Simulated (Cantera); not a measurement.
Feed: 1 mol SiCl₄, 0.018 mol Cl₂, 9.4 mol N₂, equilibrated at 1373.15 K and 1300 Pa.

These are equilibrium values from Cantera (NASA tables, ideal gas, pure condensed phases), not measurements of a reactor. Candidate condensed phases: Si, Si₃N₄; 13 gas species. The tables' values for SiCl₃ are old estimates; treat these amounts as uncertain. Equilibrium is a limit: real reactors are often held back by kinetics, nucleation or transport.

Base state: N₂ 0.901, SiCl₄ 0.0956, Cl 0.00318, Cl₂ 0.000249, SiCl₃ 0.000227 (mole fractions); condensed: gas only.

What changes in the equilibrium state with this change: SiCl₄ replaced by SiH₄?


```tsv
species	before	after
N₂	0.901	0.812
H₂	0	0.184
HCl	0	0.00335
SiCl₄	0.0956	<1e-9
SiCl₃	0.000227	4.17e-9
Cl₂	0.000249	<1e-9
Cl	0.00318	1.89e-7
H	0	1.26e-5
Si₃N₄(s), mol	0	0.333
```
N₂ is the only nitrogen source here; it is nearly inert below about 1500 K, so the nitride shown seldom forms there in practice. Further candidate phases: NH₄Cl.

What changes in the equilibrium state with this change: temperature from 1373.15 K to 1573.15 K?


| species | before | after |
|---|---|---|
| N₂ | 0.901 | 0.895 |
| SiCl₄ | 0.0956 | 0.0891 |
| Cl | 0.00318 | 0.0100 |
| SiCl₂ | 2.48e-6 | 0.000822 |
| SiCl₃ | 0.000227 | 0.00528 |
| Cl₂ | 0.000249 | 0.000150 |
